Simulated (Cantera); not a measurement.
A closed system holds: 1 mol SiO2, 0.32 mol MgO, 0.73 mol H2O, at 1577 °C and 190 Pa.

Cantera equilibrium calculation (NASA polynomials, part measured and part estimated; ideal gas, pure solids and liquids). Candidate condensed phases: H2O, Mg, MgO, Mg(OH)2, MgSiO3, Mg2SiO4, Si, SiO2; 24 gas species. Mutual solubility and eutectic melting of coexisting phases are not modelled. The tables hold silica as quartz up to 1696 K and as liquid above; real silica turns to tridymite and cristobalite and melts near 1996 K. Condensed phases not in the tables: alloys, solid solutions and most ternary compounds. Equilibrium is a limit: real reactors are often held back by kinetics, nucleation or transport.

Base state: H2O 0.963, H2 0.0200, O2 0.00873, OH 0.00621, H 0.00175, O 0.000413, SiO 6.20e-5 (mole fractions); condensed: Mg2SiO4(s) + SiO2(condensed).

Q: What changes in the equilibrium state with this change: temperature from 1577 °C to 1227 °C?

A: 
| species | before | after |
|---|---|---|
| H2O | 0.963 | 0.997 |
| H2 | 0.0200 | 0.00160 |
| O2 | 0.00873 | 0.000731 |
| SiO | 6.20e-5 | 1.45e-9 |
| O | 0.000413 | 2.52e-6 |
| H | 0.00175 | 1.62e-5 |
| OH | 0.00621 | 0.000287 |
| Mg2SiO4(s), mol | 0.160 | 0 |
| SiO2(condensed), mol | 0.840 | 0 |
| MgSiO3(s), mol | 0 | 0.320 |
| SiO2(β-quartz), mol | 0 | 0.680 |
